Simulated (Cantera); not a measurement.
**Ignition delay**

Mixture: 16.6 % CH4, 17.5 % O2, 65.9 % N2, at 250000 Pa, adiabatic and at constant pressure. Ignition delay is the time to a rise of 400 K.

Cantera simulation using GRI-Mech 3.0 (53 species, 325 reactions); the numbers are that mechanism's predictions, not measurements.

```csv
T0 (K),delay (ms)
1150,57.4
1225,20.4
1300,7.81
1375,3.16
1450,1.35
1525,0.606
```

* **apparent activation energy between 1375 and 1525 K**: 190 kJ/mol
